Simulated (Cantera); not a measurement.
PbS + H2 + N2 (hydrogen reduction and annealing atmospheres)

Feed: 1 mol PbS, 4.1 mol H2, 2.3 mol N2, equilibrated at 1027 °C and 18.0 mbar.

These are equilibrium values from Cantera (NASA tables, ideal gas, pure condensed phases), not measurements of a reactor. Candidate condensed phases: Pb, PbS, S; 18 gas species. Rates play no part.

```yaml
x(H2): 0.531
x(N2): 0.311
x(PbS): 0.111
x(Pb): 0.0244
x(H2S): 0.0226
x(S2): 0.000820
x(SH): 0.000135
x(H): 6.01e-6
gas_amount: 7.407 mol
log10 activity of Pb(l) (absent): -0.78
log10 activity of S(l) (absent): -3.38
```
